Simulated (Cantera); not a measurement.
A closed system holds: 1 mol Cu, 0.023 mol O2, 3 mol N2, 1.2 mol CO.

Equilibrium computed with Cantera from the NASA thermochemical tables; the gas is ideal and each condensed phase is pure. Candidate condensed phases: C, Cu, CuO, Cu2O; 27 gas species. The numbers say what is thermodynamically allowed, not how fast it happens.

Stable condensed phases, one row left out:

```
T in K \ P in Pa
              10      61     370    2200   13000   82000  500000 3000000
   1773        A       A       B       B       B       B       B       B
   1673        A       B       B       B       B       B       B       B
   1573        A       B       B       B       B       B       B       B
   1473        B       B       B       B       B       B       B       B
   1273        B       B       B       B       B       B       B       C
   1173        B       B       B       B       B       B       B       C
   1073        B       B       B       B       B       B       C       C
    973        B       B       B       B       B       C       C       C
    873        B       B       B       C       C       C       C       C
    773        B       C       C       C       C       C       C       C
```

A: gas only; B: Cu; C: C + Cu.

Task: Give the row for 1373 K.

Result: 10: Cu; 61: Cu; 370: Cu; 2200: Cu; 13000: Cu; 82000: Cu; 500000: Cu; 3000000: Cu.
